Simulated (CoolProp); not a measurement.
A simple Rankine cycle with water: condensing at 303.15 K, boiler at 17.2 MPa, turbine inlet 631.2 K, turbine efficiency 0.6, pump efficiency 0.7, no recuperator. Each further row changes one setting.

Computed with CoolProp (reference Helmholtz-energy equation of state, Wagner 2002).

```tsv
case	thermal efficiency (%)	net work (kJ/kg)	heat in (kJ/kg)	turbine exit temperature (K)	volume ratio over the turbine
as stated	23.8	587	2460	303.1	2810
turbine inlet 651.2 K	(withheld)	642	(withheld)	303.1	(withheld)
condensing temperature 295.15 K	(withheld)	(withheld)	2500	295.1	4380
boiler pressure 12 MPa	24.0	(withheld)	2740	303.1	(withheld)
turbine efficiency 0.5	19.7	485	2460	303.1	2960
```

### Question
What belongs in the gaps?

### Answer

- turbine inlet 651.2 K, thermal efficiency (%): 24.3
- turbine inlet 651.2 K, heat in (kJ/kg): 2640
- turbine inlet 651.2 K, volume ratio over the turbine: 2410
- condensing temperature 295.15 K, thermal efficiency (%): 24.5
- condensing temperature 295.15 K, net work (kJ/kg): 610
- boiler pressure 12 MPa, net work (kJ/kg): 660
- boiler pressure 12 MPa, volume ratio over the turbine: 1570

The expansion ends wet for: as stated; turbine inlet 651.2 K; condensing temperature 295.15 K; boiler pressure 12 MPa; turbine efficiency 0.5.
